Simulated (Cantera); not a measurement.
Charge: 1 mol Fe3O4, 0.56 mol CH4, 0.01 mol CO, at 1650 °C and 2180 Torr.

These are equilibrium values from Cantera (NASA tables, ideal gas, pure condensed phases), not measurements of a reactor. Candidate condensed phases: C, C6H6, C7H8, C8H18, Fe, Fe(CO)5, FeO, Fe(OH)2, Fe(OH)3, Fe2O3, Fe3O4, H2O; 114 gas species. The tables' stoichiometric FeO is somewhat more stable than real wüstite, so its field is too wide. FeO: taken at fixed stoichiometry. The numbers say what is thermodynamically allowed, not how fast it happens.

Base state: H2 0.438, CO 0.301, H2O 0.224, CO2 0.0359, H 0.000366, Fe(OH)2 6.18e-5, Fe 4.62e-5, OH 1.61e-5 (mole fractions); condensed: FeO(l).

Problem. What changes in the equilibrium state with this change: temperature from 1650 °C to 1102 °C?

Solution. 
| species | before | after |
|---|---|---|
| H2 | 0.438 | 0.461 |
| CO | 0.301 | 0.278 |
| H2O | 0.224 | 0.202 |
| CO2 | 0.0359 | 0.0588 |
| Fe(OH)2 | 6.18e-5 | 8.48e-7 |
| Fe | 4.62e-5 | 2.36e-9 |
| OH | 1.61e-5 | 1.07e-8 |
| CH4 | 8.04e-8 | 2.61e-5 |
| H | 0.000366 | 1.37e-6 |
| FeO(l), mol | 3.00 | 0 |
| FeO(s), mol | 0 | 3.00 |
